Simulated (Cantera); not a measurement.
**Premixed flame**

A freely propagating, adiabatic, planar premixed flame of 50.3 % H2, 9.31 % O2, 39.1 % N2, 1.26 % H2O, equivalence ratio 2.7, unburnt at 625 K and 0.987 atm; mixture-averaged transport, grid criteria slope 0.08 and curve 0.16, no radiation.

Computed with Cantera and the H2/O2 subset of GRI-Mech 3.0, which has no nitrogen chemistry. Burning velocities carry a grid error of a few per cent, more on coarse grids.

```tsv
z (mm)	T (K)	u (m/s)	x H2	x O2	x H2O2	x H2O	x H	x OH
-1.47	625	8.15	0.503	0.0931	<1e-8	0.0126	<1e-8	<1e-8
-0.978	625	8.15	0.503	0.0931	<1e-8	0.0126	<1e-8	<1e-8
-0.733	625	8.15	0.503	0.0931	<1e-8	0.0126	<1e-8	<1e-8
-0.489	625	8.15	0.503	0.0931	<1e-8	0.0126	3.74e-7	<1e-8
-0.244	659	8.54	0.498	0.0926	3.78e-6	0.0146	0.000545	7.91e-5
-0.122	859	10.9	0.469	0.0860	4.57e-6	0.0337	0.00863	0.000389
0	1196	14.8	0.389	0.0549	9.64e-7	0.101	0.0414	0.00122
0.122	1426	17.6	0.319	0.0150	4.34e-7	0.179	0.0701	0.00181
0.244	1525	18.7	0.303	0.00273	2.35e-7	0.204	0.0732	0.00174
0.489	1619	19.8	0.306	0.000197	1.66e-7	0.210	0.0640	0.00181
0.978	1713	20.8	0.315	7.11e-5	1.13e-7	0.212	0.0507	0.00182
1.96	1806	21.7	0.324	4.25e-5	6.41e-8	0.213	0.0371	0.00163
3.91	1885	22.5	0.332	2.15e-5	3.17e-8	0.215	0.0252	0.00130
```
x: mole fraction of selected species; z is measured from the peak of heat release.

laminar burning velocity: 815 cm/s
thermal thickness: 0.489 mm
peak x(H2O2): 5.78e-6
peak x(H): 0.0738
peak x(OH): 0.00184
grid points: 127
